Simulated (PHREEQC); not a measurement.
Dissolve 0.23 mol/kgw Mn(NO3)2, 0.28 mol/kgw KCl and 0.0045 mol/kgw LiNO3 at 75 °C. Closed to the air; pH follows from the charge balance.

All values are PHREEQC results (ion-association model, phreeqc.dat), not measurements.

This is a speciation only: nothing precipitates in the calculation.

### Question
Order these Mn species by the share of Mn that they hold, largest first: MnCl2, Mn+2, Mn(NO3)2, MnCl+.

### Answer
Mn+2 (83 %), MnCl+ (14 %), Mn(NO3)2 (2.6 %), MnCl2 (0.46 %)

The pH is 5.23 and the ionic strength 0.887 mol/kgw. Ionic strength above about 0.7 mol/kgw puts this run outside the model's range. Complexes and solids missing from the database can't appear. Constants without temperature data keep their 25 °C values here.
